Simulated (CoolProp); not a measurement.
Vapour pressure (bar) of n-decane: the reference equation beside estimates from Tc = 344.5 °C, pc = 21.01 bar, ω = 0.488. Clausius-Clapeyron is anchored at 41.65 °C with a constant enthalpy of vaporisation of 50.06 kJ/mol.

Values from CoolProp's reference Helmholtz-energy equation of state, Lemmon 2006. It is a short technical equation, of lower accuracy than the large ones.

| T (°C) | reference | Clausius-Clapeyron | van der Waals | Soave-Redlich-Kwong | Peng-Robinson |
|---|---|---|---|---|---|
| 28.55 | 0.002325 | 0.002347 | 0.4974 | 0.002270 | 0.002625 |
| 41.65 | 0.005385 | 0.005385 | 0.6637 | 0.005245 | 0.005919 |
| 54.75 | 0.01149 | 0.01156 | 0.8664 | 0.01119 | 0.01236 |
| 67.85 | 0.02282 | 0.02341 | 1.109 | 0.02225 | 0.02414 |
| 80.85 | 0.04237 | 0.04476 | 1.393 | 0.04141 | 0.04423 |
| 93.95 | 0.07484 | 0.08213 | 1.727 | 0.07336 | 0.07728 |
| 107.05 | 0.1259 | 0.1445 | 2.112 | 0.1238 | 0.1289 |
| 120.15 | 0.2029 | 0.2449 | 2.551 | 0.2003 | 0.2065 |
| 133.15 | 0.3138 | 0.3997 | 3.043 | 0.3110 | 0.3178 |

Absolute difference from the reference over all 9 rows, mean and median: Clausius-Clapeyron 9.2 and 5.6 %, van der Waals 6079.8 and 3187.7 %, Soave-Redlich-Kwong 2.0 and 2.3 %, Peng-Robinson 5.5 and 4.4 %.
